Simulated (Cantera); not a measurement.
Cantera run:

```python
import numpy as np
import cantera as ct

gas_names = """
    B BH BH2 BH3 BN BO BO2 B2 B2O B2O2 B2O3 B3O3H3 H HBO HBO2 HNO HNO2 HNO3 HO2 H2 H2O H2O2 H3B3O6 N NH
    NH2 NH3 NH2OH NO NO2 NO3 N2 N2H2 N2H4 N2O O OH O2 O3
""".split()
cond_names = """
    B(b) B(L) BN(s) B2O3(L) B3O3H3(cr) H2O(s) H2O(L)
""".split()


def load(file, names, dense=False):
    # The tables refer to 1 bar. Condensed volumes are neglected.
    table = {s.name: s for s in ct.Species.list_from_file(file)}
    out = []
    for n in names:
        d = dict(table[n].input_data)
        d["thermo"] = dict(d["thermo"], **{"reference-pressure": 1e5})
        if dense:
            d["equation-of-state"] = {"model": "constant-volume", "density": "1e6 g/cm^3"}
        out.append(ct.Species.from_dict(d))
    return out


gas = ct.Solution(thermo="ideal-gas", species=load("nasa_gas.yaml", gas_names))
cond = {s.name: ct.Solution(thermo="fixed-stoichiometry", species=[s], name=s.name)
        for s in load("nasa_condensed.yaml", cond_names, dense=True)}
atoms = {
    'B2H6': {'B': 2, 'H': 6},
    'H2O': {'H': 2, 'O': 1},
    'N2': {'N': 2},
}
top_T = {'BN(s)': 3200}  # K; cautious upper limits of use, not melting points


def equilibrate(T, P, feed):
    n = {}
    for name, mol in feed.items():
        for a, k in atoms[name].items():
            n[a] = n.get(a, 0.0) + k * mol
    gas.TPX = T, P, n
    mass = sum(n.values()) * gas.mean_molecular_weight
    gas.equilibrate("TP")
    valid = [c for c in cond.values() if c.min_temp <= T <= top_T.get(c.name, c.max_temp)]
    mix = ct.Mixture([(gas, mass / gas.mean_molecular_weight)] + [(c, 0.0) for c in valid])
    mix.T, mix.P = T, P
    mix.equilibrate("TP", solver="vcs", rtol=1e-11, max_steps=5000)
    return mix


results = []
P = 100000  # Pa
for T in [1098, 1198, 1298, 1398, 1498, 1598, 1698, 1798, 1898, 1998, 2098, 2198, 2298, 2398]:
    for m in [9.7, 13, 18, 25, 34, 46, 62, 85, 120]:
        feed = {'B2H6': 1, 'H2O': 0.5, 'N2': m}  # mol
        mix = equilibrate(T, P, feed)
        results.append((T, P, feed, dict(zip(mix.species_names, mix.species_moles))))

for T, P, feed, n in results:
    print(f"{T:7g} {feed['N2']:10.4g}  " + (" + ".join(c for c in cond_names if n.get(c, 0) > 1e-12) or "gas only"))
```

It prints:

```
   1098        9.7  BN(s) + B2O3(L)
   1098         13  BN(s) + B2O3(L)
   1098         18  BN(s) + B2O3(L)
   1098         25  BN(s) + B2O3(L)
   1098         34  BN(s) + B2O3(L)
   1098         46  BN(s) + B2O3(L)
   1098         62  BN(s) + B2O3(L)
   1098         85  BN(s) + B2O3(L)
   1098        120  BN(s) + B2O3(L)
   1198        9.7  BN(s) + B2O3(L)
   1198         13  BN(s) + B2O3(L)
   1198         18  BN(s) + B2O3(L)
   1198         25  BN(s) + B2O3(L)
   1198         34  BN(s) + B2O3(L)
   1198         46  BN(s) + B2O3(L)
   1198         62  BN(s) + B2O3(L)
   1198         85  BN(s) + B2O3(L)
   1198        120  BN(s) + B2O3(L)
   1298        9.7  BN(s) + B2O3(L)
   1298         13  BN(s) + B2O3(L)
   1298         18  BN(s) + B2O3(L)
   1298         25  BN(s) + B2O3(L)
   1298         34  BN(s) + B2O3(L)
   1298         46  BN(s) + B2O3(L)
   1298         62  BN(s) + B2O3(L)
   1298         85  BN(s) + B2O3(L)
   1298        120  BN(s) + B2O3(L)
   1398        9.7  BN(s) + B2O3(L)
   1398         13  BN(s) + B2O3(L)
   1398         18  BN(s) + B2O3(L)
   1398         25  BN(s) + B2O3(L)
   1398         34  BN(s) + B2O3(L)
   1398         46  BN(s) + B2O3(L)
   1398         62  BN(s) + B2O3(L)
   1398         85  BN(s) + B2O3(L)
   1398        120  BN(s) + B2O3(L)
   1498        9.7  BN(s) + B2O3(L)
   1498         13  BN(s) + B2O3(L)
   1498         18  BN(s) + B2O3(L)
   1498         25  BN(s) + B2O3(L)
   1498         34  BN(s) + B2O3(L)
   1498         46  BN(s) + B2O3(L)
   1498         62  BN(s) + B2O3(L)
   1498         85  BN(s) + B2O3(L)
   1498        120  BN(s) + B2O3(L)
   1598        9.7  BN(s) + B2O3(L)
   1598         13  BN(s) + B2O3(L)
   1598         18  BN(s) + B2O3(L)
   1598         25  BN(s) + B2O3(L)
   1598         34  BN(s) + B2O3(L)
   1598         46  BN(s) + B2O3(L)
   1598         62  BN(s) + B2O3(L)
   1598         85  BN(s) + B2O3(L)
   1598        120  BN(s) + B2O3(L)
   1698        9.7  BN(s) + B2O3(L)
   1698         13  BN(s) + B2O3(L)
   1698         18  BN(s) + B2O3(L)
   1698         25  BN(s) + B2O3(L)
   1698         34  BN(s) + B2O3(L)
   1698         46  BN(s) + B2O3(L)
   1698         62  BN(s) + B2O3(L)
   1698         85  BN(s)
   1698        120  BN(s)
   1798        9.7  BN(s) + B2O3(L)
   1798         13  BN(s) + B2O3(L)
   1798         18  BN(s)
   1798         25  BN(s)
   1798         34  BN(s)
   1798         46  BN(s)
   1798         62  BN(s)
   1798         85  BN(s)
   1798        120  BN(s)
   1898        9.7  BN(s)
   1898         13  BN(s)
   1898         18  BN(s)
   1898         25  BN(s)
   1898         34  BN(s)
   1898         46  BN(s)
   1898         62  BN(s)
   1898         85  BN(s)
   1898        120  BN(s)
   1998        9.7  BN(s)
   1998         13  BN(s)
   1998         18  BN(s)
   1998         25  BN(s)
   1998         34  BN(s)
   1998         46  BN(s)
   1998         62  BN(s)
   1998         85  BN(s)
   1998        120  BN(s)
   2098        9.7  BN(s)
   2098         13  BN(s)
   2098         18  BN(s)
   2098         25  BN(s)
   2098         34  BN(s)
   2098         46  BN(s)
   2098         62  BN(s)
   2098         85  BN(s)
   2098        120  BN(s)
   2198        9.7  BN(s)
   2198         13  BN(s)
   2198         18  BN(s)
   2198         25  BN(s)
   2198         34  BN(s)
   2198         46  BN(s)
   2198         62  BN(s)
   2198         85  BN(s)
   2198        120  BN(s)
   2298        9.7  BN(s)
   2298         13  BN(s)
   2298         18  BN(s)
   2298         25  BN(s)
   2298         34  BN(s)
   2298         46  BN(s)
   2298         62  BN(s)
   2298         85  BN(s)
   2298        120  BN(s)
   2398        9.7  BN(s)
   2398         13  BN(s)
   2398         18  BN(s)
   2398         25  BN(s)
   2398         34  BN(s)
   2398         46  BN(s)
   2398         62  BN(s)
   2398         85  BN(s)
   2398        120  BN(s)
```

Method: chemical equilibrium by Gibbs-energy minimisation in Cantera with the NASA 1993 tables (ideal gas, pure condensed phases). The feed counts by its element totals alone. N2 is the only nitrogen source here; it is nearly inert below about 1500 K, so the nitride shown seldom forms there in practice. Mutual solubility and eutectic melting of coexisting phases are not modelled. Gases not in the tables: H3BO3.
